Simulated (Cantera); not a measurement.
Equilibrium for fluorocarbon and chlorocarbon gases: CF4 + H2

Feed: 1 mol CF4, 0.18 mol H2, held at 750 Torr.

These are equilibrium values from Cantera (NASA tables, ideal gas, pure condensed phases), not measurements of a reactor. Candidate condensed phases: C, C6H6, C7H8, C8H18; 110 gas species. Ions and electrons are included (thermal ionisation). The tables' values for C2F4 are old estimates; treat these amounts as uncertain. Gases not in the tables: C2F6 and larger saturated fluorocarbons. Kinetics and transport are ignored.

```tsv
T (°C)	log p F	log p CF2	log p C	log p HF	log p CF	log p CF4	log p H	log p C3	log p CF3	log p C2
2727	-0.31	-0.55	-5.00	-0.87	-1.95	-1.21	-4.37	-5.62	-1.68	-5.91
3227	-0.21	-0.79	-2.76	-0.99	-0.99	-3.49	-3.11	-2.23	-2.72	-2.95
3727	-0.14	-1.65	-1.73	-1.10	-0.95	-5.88	-2.17	-1.66	-4.19	-2.04
4227	-0.13	-2.61	-1.15	-1.32	-1.17	-8.12	-1.53	-1.86	-5.67	-1.77
4727	-0.13	-3.59	-0.87	-1.76	-1.54	-10.14	-1.27	-2.56	-7.07	-1.91
```
log p: log10 of the partial pressure in bar; nothing condenses.

From 2727 °C to 4727 °C nothing is condensed. The main C-bearing gas is CF2 at 2727 °C and C at 4727 °C.
